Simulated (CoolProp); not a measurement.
Model: reference Helmholtz-energy equation of state, Thol 2015, in CoolProp.

Give the vapour pressure (bar), vapour density (kg/m³), liquid cp (kJ/(kg K)), surface tension (mN/m) of saturated octamethylcyclotetrasiloxane (D4) at 443.1, 464.3 K.


```
T (K)  p (bar)  vapour density (kg/m³)  liquid cp (kJ/(kg K))  surface tension (mN/m)
-----  -------  ----------------------  ---------------------  ----------------------
443.1    0.873                    7.55                   1.98                    7.76
464.3     1.47                    12.6                   2.04                    6.39
```

Surface tension comes from a separate correlation (Mulero 2014), older than this fluid's equation and unchecked against measurements.
